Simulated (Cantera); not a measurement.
A freely propagating, adiabatic, planar premixed flame of 8.98 % CH4, 1.62 % H2, 18.8 % O2, 70.6 % N2, equivalence ratio 1.0, unburnt at 575 K and 5.00 bar; multicomponent transport, grid criteria slope 0.08 and curve 0.16, no radiation.

Cantera simulation using GRI-Mech 3.0 (53 species, 325 reactions); the numbers are that mechanism's predictions, not measurements. Burning velocities carry a grid error of a few per cent, more on coarse grids.

Task: Predict: laminar burning velocity; thermal thickness; peak x(C2H2); peak x(CH2).

Result: 
- laminar burning velocity: 75.5 cm/s
- thermal thickness: 0.0982 mm
- peak x(C2H2): 0.000188
- peak x(CH2): 5.01e-5
